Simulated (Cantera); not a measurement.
Input (Python, Cantera) and output of one run.

```python
import numpy as np
import cantera as ct

gas_names = """
    H H2 N NH NH2 NH3 N2 N2H2 N2H4 Si SiH SiH2 SiH3 SiH4 SiN Si2 Si2N Si3
""".split()
cond_names = """
    Si(cr) Si(L) Si3N4(a)
""".split()


# ... load() reads the species with a 1 bar reference pressure and builds the phases ...
atoms = {
    'Si3N4': {'Si': 3, 'N': 4},
    'H2': {'H': 2},
}
top_T = {'Si3N4(a)': 2400}  # K; cautious upper limits of use, not melting points


# ... equilibrate(T, P, feed) seeds the gas with the atoms and calls Mixture.equilibrate('TP', solver="vcs", rtol=1e-11, max_steps=5000) ...
results = []
feed = {'Si3N4': 1, 'H2': 1.3}  # mol
P = 1333.22  # Pa
for T in [1073, 1173, 1273, 1373, 1473, 1573, 1673, 1773, 1873, 1973, 2073, 2173]:
    mix = equilibrate(T, P, feed)
    results.append((T, P, feed, dict(zip(mix.species_names, mix.species_moles))))

top = {s: max(r[3][s] / sum(r[3][g] for g in gas_names) for r in results) for s in gas_names}
cols = sorted((s for s in top if top[s] > 0.001), key=lambda s: -top[s])[:8]
seen = [c for c in cond_names if any(r[3].get(c, 0) > 1e-12 for r in results)]
print("log10 of partial pressures in bar; condensed amounts in mol")
print(f"{'T/K':>10s}" + "".join(f"{s[:9]:>10s}" for s in cols + seen))
for T, P, feed, n in results:
    ng = sum(n[g] for g in gas_names)
    print(f"{T:10.4g}" + "".join(f"{np.log10(max(n[s] / ng * P / 1e5, 1e-99)):10.3f}" for s in cols)
          + "".join(f"{n.get(c, 0):10.4g}" for c in seen))
```

Output:

```
log10 of partial pressures in bar; condensed amounts in mol
       T/K        H2        N2         H        Si    Si(cr)     Si(L)  Si3N4(a)
      1073    -1.875    -9.462    -8.791   -14.161 4.178e-08         0         1
      1173    -1.875    -7.917    -7.866   -12.305 1.752e-06         0         1
      1273    -1.875    -6.619    -7.084   -10.744 3.511e-05         0         1
      1373    -1.875    -5.513    -6.415    -9.411 0.0004491         0    0.9999
      1473    -1.876    -4.559    -5.836    -8.262  0.004041         0    0.9987
      1573    -1.881    -3.730    -5.332    -7.260   0.02762         0    0.9908
      1673    -1.909    -3.002    -4.898    -6.379    0.1573         0    0.9475
      1773    -2.115    -2.250    -4.603    -5.672         0     1.427    0.5241
      1873    -2.283    -2.094    -4.332    -5.055         0     2.997         0
      1973    -2.287    -2.095    -4.013    -4.501         0     2.991         0
      2073    -2.294    -2.099    -3.727    -4.001         0     2.971         0
      2173    -2.310    -2.108    -3.472    -3.548         0     2.918         0
```

Method: chemical equilibrium by Gibbs-energy minimisation in Cantera with the NASA 1993 tables (ideal gas, pure condensed phases). Mutual solubility and eutectic melting of coexisting phases are not modelled. The tables' values for SiN are old estimates; treat these amounts as uncertain. Gases not in the tables: Si2H6 and higher silanes.
